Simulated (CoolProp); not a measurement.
Fluoroethane (R161) along the isotherm 380.7 K: Z from the reference equation and from simpler models built on Tc = 375.2 K, pc = 5.010 MPa, ω = 0.216; each cubic takes its own stable root.

The numbers come from the reference Helmholtz-energy equation of state, Wu 2012 in CoolProp.

```json
[
 {"p (MPa)": "0.333", "phase": "gas", "reference": "0.9773", "Soave-Redlich-Kwong": "0.9781", "Peng-Robinson": "0.9756"},
 {"p (MPa)": "0.667", "phase": "gas", "reference": "0.9539", "Soave-Redlich-Kwong": "0.9555", "Peng-Robinson": "0.9505"},
 {"p (MPa)": "1", "phase": "gas", "reference": "0.9298", "Soave-Redlich-Kwong": "0.9323", "Peng-Robinson": "0.9249"},
 {"p (MPa)": "1.33", "phase": "gas", "reference": "0.9051", "Soave-Redlich-Kwong": "0.9086", "Peng-Robinson": "0.8989"},
 {"p (MPa)": "1.67", "phase": "gas", "reference": "0.8787", "Soave-Redlich-Kwong": "0.8832", "Peng-Robinson": "0.8712"},
 {"p (MPa)": "2", "phase": "gas", "reference": "0.8520", "Soave-Redlich-Kwong": "0.8576", "Peng-Robinson": "0.8433"},
 {"p (MPa)": "2.33", "phase": "gas", "reference": "0.8241", "Soave-Redlich-Kwong": "0.8309", "Peng-Robinson": "0.8145"},
 {"p (MPa)": "2.67", "phase": "gas", "reference": "0.7939", "Soave-Redlich-Kwong": "0.8021", "Peng-Robinson": "0.7835"},
 {"p (MPa)": "3", "phase": "gas", "reference": "0.7628", "Soave-Redlich-Kwong": "0.7725", "Peng-Robinson": "0.7519"},
 {"p (MPa)": "3.33", "phase": "gas", "reference": "0.7296", "Soave-Redlich-Kwong": "0.7410", "Peng-Robinson": "0.7185"},
 {"p (MPa)": "3.67", "phase": "gas", "reference": "0.6927", "Soave-Redlich-Kwong": "0.7060", "Peng-Robinson": "0.6817"},
 {"p (MPa)": "4", "phase": "gas", "reference": "0.6534", "Soave-Redlich-Kwong": "0.6689", "Peng-Robinson": "0.6430"},
 {"p (MPa)": "4.33", "phase": "gas", "reference": "0.6094", "Soave-Redlich-Kwong": "0.6274", "Peng-Robinson": "0.6002"},
 {"p (MPa)": "4.67", "phase": "gas", "reference": "0.5565", "Soave-Redlich-Kwong": "0.5778", "Peng-Robinson": "0.5495"},
 {"p (MPa)": "5", "phase": "gas", "reference": "0.4925", "Soave-Redlich-Kwong": "0.5176", "Peng-Robinson": "0.4889"}
]
```
